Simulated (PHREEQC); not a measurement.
A solution holds 0.035 mol/kgw CuCl2, 0.00017 mol/kgw HBF4 and 0.00062 mol/kgw H3BO3, at 20 °C. Closed to the air; pH follows from the charge balance.

All values are PHREEQC results (ion-association model, phreeqc.dat), not measurements.

Task: The ionic strength comes out as 0.101 mol/kgw. What activity coefficients do CuCl+, Cu+2, H+, F-, BF2(OH)2- get?

Result: CuCl+ 0.77, Cu+2 0.40, H+ 0.83, F- 0.76, BF2(OH)2- 0.78.

This is a speciation only: nothing precipitates in the calculation. Real BF4- forms and hydrolyses slowly; the run takes it at equilibrium.
